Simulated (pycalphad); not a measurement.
Computed with pycalphad from the COST 507 light-alloy database (1999), at 1 atm. The data set is of 1999 and partly superseded.

## Al-16.07Si-0.4923Fe (wt.%): equilibrium cooling sequence

```csv
T (K),phases above,phases below
904.6,liquid,diamond (Si) + liquid
849.0,diamond (Si) + liquid,diamond (Si) + fcc + liquid
848.9,diamond (Si) + fcc + liquid,ALFESI_BETA + diamond (Si) + fcc
```

Changes were sought between steps of 75 K, so a narrower field can be missed.

Database names, with the compositions (at.%) that they take in these runs: ALFESI_BETA: Al 70 Si 15 Fe 15.
